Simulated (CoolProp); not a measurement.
Vapour-liquid equilibrium of R143a (1) + fluoroethane (R161) (2) at 1.37 bar; x and y are mole fractions of (1).

Computed with CoolProp (multi-fluid Helmholtz-energy mixture model, Lemmon and Jacobsen 2000 and Wu 2012; pair parameters Bell 2016).

Question: Give the bubble temperature and the first vapour's composition at x = 0.05, 0.15, 0.95. Is there an azeotrope?

Answer: x = 0.05: 241.7 K, y = 0.077; x = 0.15: 240.4 K, y = 0.217; x = 0.95: 232.9 K, y = 0.965. No azeotrope shows between x = 0.05 and 0.95.

The pair parameters rest on a limited set of measurements; away from them the model extrapolates.
